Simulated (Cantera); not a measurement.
**Thermodynamics of thermal oxidation and active oxidation of silicon, feed Si + N2O + N2**

Charge: 1 mol Si, 0.012 mol N2O, 29 mol N2, held at 2048.15 K and 7.80e-6 bar.

These are equilibrium values from Cantera (NASA tables, ideal gas, pure condensed phases), not measurements of a reactor. Candidate condensed phases: Si, SiO2, Si2N2O, Si3N4; 16 gas species. The tables' values for SiN are old estimates; treat these amounts as uncertain. Equilibrium is a limit: real reactors are often held back by kinetics, nucleation or transport.

```json
{
 "x(N2)": "0.967",
 "x(Si)": "0.0329",
 "x(SiO)": "0.000400",
 "x(SiN)": "2.10e-5",
 "x(Si2)": "1.29e-6",
 "gas_amount": "30.01 mol",
 "log10 activity of Si(l) (absent)": "-2.47"
}
```
